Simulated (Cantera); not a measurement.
Cantera run:

```python
import numpy as np
import cantera as ct

gas_names = """
    C CN CO CO2 C2 CCN CNC C2N2 C2O C3 C3O2 C4 C4N2 C5 Fe FeC5O5 FeO N NCO NO NO2 NO3 N2 N2O O O2 O3
""".split()
cond_names = """
    C(gr) Fe(a) Fe(c) Fe(d) Fe(L) FeC5O5(L) FeO(s) FeO(L) Fe2O3(s) Fe3O4(s)
""".split()


# ... load() reads the species with a 1 bar reference pressure and builds the phases ...
atoms = {
    'Fe2O3': {'Fe': 2, 'O': 3},
    'CO': {'C': 1, 'O': 1},
    'N2': {'N': 2},
    'C': {'C': 1},
}
top_T = {'C(gr)': 4500, 'Fe2O3(s)': 1830, 'Fe3O4(s)': 1870}  # K; cautious upper limits of use, not melting points


# ... equilibrate(T, P, feed) seeds the gas with the atoms and calls Mixture.equilibrate('TP', solver="vcs", rtol=1e-11, max_steps=5000) ...
results = []
T = 2100  # K
P = 120  # Pa
for m in [0.51, 0.61, 0.74, 0.89, 1.1, 1.3, 1.5, 1.9, 2.2, 2.7, 3.2, 3.9, 4.7]:
    feed = {'Fe2O3': 1, 'CO': 4.4, 'N2': 1.1, 'C': m}  # mol
    mix = equilibrate(T, P, feed)
    results.append((T, P, feed, dict(zip(mix.species_names, mix.species_moles))))
    x = sorted(zip(gas.X, gas.species_names), reverse=True)
    print(f"T = {T:g} K  P = {P:g} Pa  n(C) = {m:g} mol  gas = {mix.phase_moles(0):.4g} mol")
    print("   x: " + "  ".join(f"{s} {v:.3e}" for v, s in x if v > 1e-05))
    print("   condensed (mol): " + ("  ".join(f"{mix.phase(i).name} {mix.phase_moles(i):.4g}"
          for i in range(1, mix.n_phases) if mix.phase_moles(i) > 1e-12) or "none"))
```

Result:

```
T = 2100 K  P = 120 Pa  n(C) = 0.51 mol  gas = 7.331 mol
   x: CO 4.429e-01  CO2 2.268e-01  Fe 1.659e-01  N2 1.498e-01  FeO 1.052e-02  O2 1.874e-03  O 1.737e-03  NO 4.100e-04
   condensed (mol): FeO(L) 0.7069
T = 2100 K  P = 120 Pa  n(C) = 0.61 mol  gas = 7.517 mol
   x: CO 4.471e-01  CO2 2.194e-01  Fe 1.730e-01  N2 1.461e-01  FeO 1.052e-02  O2 1.722e-03  O 1.665e-03  NO 3.881e-04
   condensed (mol): FeO(L) 0.6202
T = 2100 K  P = 120 Pa  n(C) = 0.74 mol  gas = 7.761 mol
   x: CO 4.517e-01  CO2 2.106e-01  Fe 1.822e-01  N2 1.416e-01  FeO 1.052e-02  O 1.582e-03  O2 1.554e-03  NO 3.628e-04
   condensed (mol): FeO(L) 0.5046
T = 2100 K  P = 120 Pa  n(C) = 0.89 mol  gas = 8.047 mol
   x: CO 4.560e-01  CO2 2.014e-01  Fe 1.923e-01  N2 1.365e-01  FeO 1.052e-02  O 1.498e-03  O2 1.394e-03  NO 3.375e-04
   condensed (mol): FeO(L) 0.3677
T = 2100 K  P = 120 Pa  n(C) = 1.1 mol  gas = 8.453 mol
   x: CO 4.607e-01  Fe 2.059e-01  CO2 1.900e-01  N2 1.300e-01  FeO 1.052e-02  O 1.399e-03  O2 1.216e-03  NO 3.075e-04
   condensed (mol): FeO(L) 0.1702
T = 2100 K  P = 120 Pa  n(C) = 1.3 mol  gas = 8.822 mol
   x: CO 4.673e-01  Fe 2.165e-01  CO2 1.788e-01  N2 1.245e-01  FeO 1.025e-02  O 1.298e-03  O2 1.046e-03  NO 2.792e-04
   condensed (mol): none
T = 2100 K  P = 120 Pa  n(C) = 1.5 mol  gas = 9.017 mol
   x: CO 4.989e-01  Fe 2.136e-01  CO2 1.554e-01  N2 1.219e-01  FeO 8.240e-03  O 1.057e-03  O2 6.939e-04  NO 2.250e-04
   condensed (mol): none
T = 2100 K  P = 120 Pa  n(C) = 1.9 mol  gas = 9.41 mol
   x: CO 5.591e-01  Fe 2.075e-01  N2 1.168e-01  CO2 1.105e-01  FeO 5.076e-03  O 6.704e-04  O2 2.790e-04  NO 1.397e-04
   condensed (mol): none
T = 2100 K  P = 120 Pa  n(C) = 2.2 mol  gas = 9.706 mol
   x: CO 6.016e-01  Fe 2.028e-01  N2 1.133e-01  CO2 7.838e-02  FeO 3.271e-03  O 4.420e-04  O2 1.213e-04  NO 9.070e-05
   condensed (mol): none
T = 2100 K  P = 120 Pa  n(C) = 2.7 mol  gas = 10.2 mol
   x: CO 6.678e-01  Fe 1.950e-01  N2 1.078e-01  CO2 2.819e-02  FeO 1.019e-03  O 1.432e-04  NO 2.867e-05  O2 1.274e-05
   condensed (mol): none
T = 2100 K  P = 120 Pa  n(C) = 3.2 mol  gas = 10.5 mol
   x: CO 7.048e-01  Fe 1.905e-01  N2 1.048e-01  CN 1.827e-05
   condensed (mol): C(gr) 0.1998
T = 2100 K  P = 120 Pa  n(C) = 3.9 mol  gas = 10.5 mol
   x: CO 7.048e-01  Fe 1.905e-01  N2 1.048e-01  CN 1.827e-05
   condensed (mol): C(gr) 0.8998
T = 2100 K  P = 120 Pa  n(C) = 4.7 mol  gas = 10.5 mol
   x: CO 7.048e-01  Fe 1.905e-01  N2 1.048e-01  CN 1.827e-05
   condensed (mol): C(gr) 1.7
```

Equilibrium computed with Cantera from the NASA thermochemical tables; the gas is ideal and each condensed phase is pure. The tables' stoichiometric FeO is somewhat more stable than real wüstite, so its field is too wide. FeO: taken at fixed stoichiometry.
